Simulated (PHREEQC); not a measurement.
Dissolve 0.024 mol HF, 0.054 mol NaF and 0.00014 mol HCl per kg of water at 20 °C. Closed to the air; pH follows from the charge balance.

Equilibrium calculation in PHREEQC: ion-association model, wateq4f.dat.

Precipitation was switched off in this run.

Problem. Predict the pH.

Solution. pH 3.48.

Problem. In which forms is Na present?

Solution. Na+ 98 %, NaF 1.8 % of the Na.
